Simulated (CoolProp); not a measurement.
The numbers come from the reference Helmholtz-energy equation of state, Lemmon 2006 in CoolProp. It is a short technical equation, of lower accuracy than the large ones.

**Question.** Give the vapour pressure (kPa), enthalpy of vaporisation (kJ/kg), liquid cp (kJ/(kg K)), vapour Z of saturated carbon monoxide at -178.65, -147.95 °C.

**Answer.** 
```json
[
 {"T (°C)": "-178.65", "p (kPa)": "354", "enthalpy of vaporisation (kJ/kg)": "195", "liquid cp (kJ/(kg K))": "2.23", "vapour Z": "0.900"},
 {"T (°C)": "-147.95", "p (kPa)": "2440", "enthalpy of vaporisation (kJ/kg)": "105", "liquid cp (kJ/(kg K))": "4.16", "vapour Z": "0.588"}
]
```
